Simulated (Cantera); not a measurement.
What does this Cantera script print?

```python
import numpy as np
import cantera as ct

gas_names = """
    H HO2 H2 H2O H2O2 O OH O2 O3 Ti TiO TiO2
""".split()
cond_names = """
    H2O(s) H2O(L) Ti(a) Ti(b) Ti(L) TiO(a) TiO(b) TiO(L) TiO2(ru) TiO2(L) Ti2O3(a) Ti2O3(b) Ti2O3(L)
    Ti3O5(a) Ti3O5(b) Ti3O5(L) Ti4O7(s) Ti4O7(L)
""".split()


# ... load() reads the species with a 1 bar reference pressure and builds the phases ...
atoms = {
    'TiO2': {'Ti': 1, 'O': 2},
    'H2': {'H': 2},
    'H2O': {'H': 2, 'O': 1},
}
top_T = {}  # K; cautious upper limits of use, not melting points


# ... equilibrate(T, P, feed) seeds the gas with the atoms and calls Mixture.equilibrate('TP', solver="vcs", rtol=1e-11, max_steps=5000) ...
results = []
feed = {'TiO2': 1, 'H2': 480, 'H2O': 1.5}  # mol
P = 70000  # Pa
for T in [1100, 1175, 1250, 1325, 1400, 1475, 1550, 1625, 1700, 1775, 1850, 1925, 2000, 2075]:
    mix = equilibrate(T, P, feed)
    results.append((T, P, feed, dict(zip(mix.species_names, mix.species_moles))))

top = {s: max(r[3][s] / sum(r[3][g] for g in gas_names) for r in results) for s in gas_names}
cols = sorted((s for s in top if top[s] > 0.0001), key=lambda s: -top[s])[:8]
seen = [c for c in cond_names if any(r[3].get(c, 0) > 1e-12 for r in results)]
print("log10 of partial pressures in bar; condensed amounts in mol")
print(f"{'T/K':>10s}" + "".join(f"{s[:9]:>10s}" for s in cols + seen))
for T, P, feed, n in results:
    ng = sum(n[g] for g in gas_names)
    print(f"{T:10.4g}" + "".join(f"{np.log10(max(n[s] / ng * P / 1e5, 1e-99)):10.3f}" for s in cols)
          + "".join(f"{n.get(c, 0):10.4g}" for c in seen))
```

It prints:

```
log10 of partial pressures in bar; condensed amounts in mol
       T/K        H2       H2O         H  TiO2(ru)  Ti3O5(b)  Ti3O5(L)  Ti4O7(s)
      1100    -0.156    -2.661    -7.666         1         0         0         0
      1175    -0.156    -2.661    -6.990         1         0         0         0
      1250    -0.156    -2.661    -6.394         1         0         0         0
      1325    -0.156    -2.594    -5.865         0         0         0      0.25
      1400    -0.156    -2.594    -5.391         0         0         0      0.25
      1475    -0.156    -2.594    -4.965         0         0         0      0.25
      1550    -0.157    -2.574    -4.580         0    0.3333         0         0
      1625    -0.157    -2.574    -4.230         0    0.3333         0         0
      1700    -0.157    -2.574    -3.910         0    0.3333         0         0
      1775    -0.157    -2.574    -3.617         0    0.3333         0         0
      1850    -0.157    -2.574    -3.347         0    0.3333         0         0
      1925    -0.157    -2.575    -3.098         0    0.3333         0         0
      2000    -0.157    -2.575    -2.868         0    0.3333         0         0
      2075    -0.158    -2.575    -2.653         0         0    0.3331         0
```

Cantera equilibrium calculation (NASA polynomials, part measured and part estimated; ideal gas, pure solids and liquids). Condensed phases not in the tables: Magnéli phases beyond Ti4O7.
